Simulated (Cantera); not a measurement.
Charge: 1 mol SiCl₄, 3.8 mol HCl, 20 mol H₂, held at 1450 K and 16.0 bar.

Method: chemical equilibrium by Gibbs-energy minimisation in Cantera with the NASA 1993 tables (ideal gas, pure condensed phases). Candidate condensed phases: Si; 19 gas species. The tables' values for SiCl₃ are old estimates; treat these amounts as uncertain. Kinetics and transport are ignored.

Base state: H₂ 0.791, HCl 0.169, SiCl₄ 0.0256, SiHCl₃ 0.0103, SiCl₃ 0.00265, SiCl₂ 0.00100, SiH₂Cl₂ 0.000643, SiH₃Cl 1.17e-5 (mole fractions); condensed: gas only.

What changes in the equilibrium state with this change: pressure from 16.0 bar to 1.00 bar?


```csv
species,before,after
H₂,0.791,0.777
HCl,0.169,0.183
SiCl₄,0.0256,0.0174
SiHCl₃,0.0103,0.00636
SiCl₂,0.00100,0.00912
SiCl₃,0.00265,0.00659
SiH₃Cl,1.17e-5,5.92e-6
SiH₂Cl₂,0.000643,0.000360
```

What changes in the equilibrium state with this change: temperature from 1450 K to 925 K?


| species | before | after |
|---|---|---|
| H₂ | 0.791 | 0.806 |
| HCl | 0.169 | 0.154 |
| SiCl₄ | 0.0256 | 0.0396 |
| SiHCl₃ | 0.0103 | 0.000752 |
| SiCl₂ | 0.00100 | 1.65e-9 |
| SiH₃Cl | 1.17e-5 | <1e-9 |
| SiCl₃ | 0.00265 | 1.28e-6 |
